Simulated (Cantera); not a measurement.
A freely propagating, adiabatic, planar premixed flame of 11.3 % CH₄, 18.9 % O₂, 69.8 % N₂, equivalence ratio 1.2, unburnt at 375 K and 9.40 bar; mixture-averaged transport, grid criteria slope 0.08 and curve 0.16, no radiation.

Detailed kinetics in Cantera: GRI-Mech 3.0 (53 species, 325 reactions). Burning velocities carry a grid error of a few per cent, more on coarse grids.

x: mole fraction of selected species; z is measured from the peak of heat release.

```tsv
z (mm)	T (K)	u (m/s)	x CH₄	x O₂	x C₂H₂	x CH₂	x NO	x C₂H₆
-0.345	375	0.172	0.113	0.189	1.38e-8	<1e-8	<1e-8	1.49e-8
-0.230	381	0.175	0.112	0.188	5.00e-7	<1e-8	<1e-8	7.10e-7
-0.172	409	0.189	0.110	0.185	3.79e-6	<1e-8	2.81e-8	6.30e-6
-0.115	575	0.268	0.0989	0.172	3.81e-5	<1e-8	4.16e-7	7.94e-5
-0.0575	?	0.543	?	?	?	<1e-8	?	?
-0.0287	1589	0.758	0.0311	0.0705	0.000536	8.45e-7	2.12e-5	0.000859
0	1976	0.946	0.00650	0.0244	0.000867	2.33e-5	3.81e-5	0.000102
0.0287	2129	1.02	0.000544	0.00521	0.000258	1.43e-5	6.26e-5	9.12e-7
0.0575	2166	1.03	4.73e-5	0.00120	3.80e-5	1.77e-6	7.96e-5	<1e-8
0.115	2190	1.04	1.40e-6	0.000205	1.96e-6	4.19e-8	9.13e-5	<1e-8
0.230	2204	1.05	?	?	?	<1e-8	9.62e-5	<1e-8
0.460	2210	1.05	<1e-8	1.60e-5	<1e-8	<1e-8	9.77e-5	<1e-8
0.919	2212	1.05	<1e-8	9.45e-6	<1e-8	<1e-8	9.78e-5	<1e-8
```

Task: What belongs in the gaps?

Result: 
- -0.0575, T (K): 1147
- -0.0575, x CH₄: 0.0615
- -0.0575, x O₂: 0.119
- -0.0575, x C₂H₂: 0.000254
- -0.0575, x NO: 8.32e-6
- -0.0575, x C₂H₆: 0.000631
- 0.230, x CH₄: 3.67e-8
- 0.230, x O₂: 5.07e-5
- 0.230, x C₂H₂: 7.08e-8
